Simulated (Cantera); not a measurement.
Cantera run, input and output.

```python
import numpy as np
import cantera as ct

surf = ct.Interface("diamond.yaml", "diamond_100")
gas, bulk = surf.adjacent["gas"], surf.adjacent["diamond"]
k = surf.kinetics_species_index(bulk.species_names[0])
cover = ["c6HH", "c6H*", "c6*H", "c6**", "c6HM", "c6B"]

rows, drift = [], 0.0
print(f"{'xH':>10s}{'um/h':>11s}" + "".join(f"{s:>11s}" for s in cover))
for v in [0.0001, 0.0002, 0.00042, 0.00085, 0.0017, 0.0035, 0.0072, 0.015, 0.03]:
    T, P, xH, xCH3 = 1250, 20000, v, 0.00076
    gas.TPX = T, P, {"H": xH, "CH3": xCH3, "CH4": 0.026, "H2": 1 - xH - xCH3 - 0.026}
    surf.TP = bulk.TP = T, P
    surf.coverages = "c6H*:0.1, c6HH:0.9"
    surf.advance_coverages(100.0)
    before = surf.coverages
    surf.advance_coverages(100.0)
    drift = max(drift, np.max(np.abs(surf.coverages - before) / (surf.coverages + 1e-9)))
    rate = surf.net_production_rates[k] * bulk.mean_molecular_weight / bulk.density * 3.6e9
    rows.append([rate, *surf[cover].coverages])
    print(f"{v:10.4g}{rate:11.4e}" + "".join(f"{x:11.3e}" for x in rows[-1][1:]))
```

Output:

```
        xH       um/h       c6HH       c6H*       c6*H       c6**       c6HM        c6B
    0.0001 2.1560e+00  6.219e-01  2.775e-02  3.234e-01  3.580e-03  8.432e-03  5.851e-09
    0.0002 5.1981e+00  5.357e-01  3.382e-02  3.941e-01  7.513e-03  1.085e-02  1.411e-08
   0.00042 1.1404e+01  4.722e-01  3.811e-02  4.439e-01  1.386e-02  1.308e-02  3.095e-08
   0.00085 2.1560e+01  4.361e-01  4.040e-02  4.704e-01  2.092e-02  1.448e-02  5.850e-08
    0.0017 3.7420e+01  4.167e-01  4.164e-02  4.845e-01  2.725e-02  1.469e-02  1.015e-07
    0.0035 6.1871e+01  4.068e-01  4.246e-02  4.930e-01  3.213e-02  1.331e-02  1.679e-07
    0.0072 9.3359e+01  4.031e-01  4.314e-02  4.990e-01  3.528e-02  1.053e-02  2.533e-07
     0.015 1.2670e+02  4.024e-01  4.389e-02  5.035e-01  3.723e-02  7.154e-03  3.438e-07
      0.03 1.5286e+02  4.027e-01  4.480e-02  5.061e-01  3.841e-02  4.408e-03  4.148e-07
```

Cantera simulation using the Harris–Goodwin 1993 mechanism for the reconstructed diamond (100) surface; the numbers are that mechanism's predictions, not measurements.
